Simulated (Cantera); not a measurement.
Feed: 1 mol trisilylamine, 0.39 mol N2, 26 mol H2, 39 mol NH3, equilibrated at 1798.15 K.

These are equilibrium values from Cantera (NASA tables, ideal gas, pure condensed phases), not measurements of a reactor. Candidate condensed phases: Si, Si3N4; 18 gas species. The feed counts by its element totals alone. The tables' values for SiN are old estimates; treat these amounts as uncertain. Gases not in the tables: Si2H6 and higher silanes. Kinetics and transport are ignored.

x: gas mole fraction; n: condensed amount in mol.

| P (Pa) | x H2 | x N2 | x H | x Si | x SiH | n Si(l) | n Si3N4(s) |
|---|---|---|---|---|---|---|---|
| 5 | 0.753 | 0.178 | 0.0433 | 0.0257 | … | 0 | 0 |
| 36 | 0.791 | 0.183 | 0.0165 | 0.00859 | … | 1.99 | 0 |
| 260 | 0.807 | 0.186 | 0.00621 | 0.00119 | … | 2.85 | 0 |
| 1900 | 0.811 | 0.186 | 0.00230 | 0.000163 | … | 2.97 | 0 |
| 14000 | 0.828 | 0.171 | 0.000857 | 1.11e-5 | … | 0 | 0.999 |
| 100000 | 0.828 | 0.171 | 0.000321 | 4.19e-7 | … | 0 | 1.000 |

**Question.** Complete the blanks.

**Answer.** 
- 5, x SiH: 0.000181
- 36, x SiH: 0.000166
- 260, x SiH: 6.25e-5
- 1900, x SiH: 2.32e-5
- 14000, x SiH: 4.33e-6
- 100000, x SiH: 4.37e-7
